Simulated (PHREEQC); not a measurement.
0.34 g of hydrous ferric oxide (600 m²/g; 0.2 weak and 0.005 strong sites per Fe, Dzombak-Morel constants, diffuse double layer) in 1 kg of water with 0.01 mol/kgw of an inert sodium salt and 0.00065 mol/kgw Ag2SO4, at 25 °C; the pH is set by adding NaOH or the inert anion's acid. Oxygen is held at 0.21 atm. No CO2 enters from the air. No solid was allowed to form.

The series has 17 steps of pH, from 4 to 12.

Equilibrium calculation in PHREEQC: ion-association model, wateq4f.dat.

Question: Near which pH is half of the Ag sorbed, and on which side is more sorbed?

Answer: Near pH 9.4, with more sorbed at higher pH.

Along this series the solution becomes supersaturated in solids that the run did not let form, among them Ag2O. Species that the database lacks are ignored.
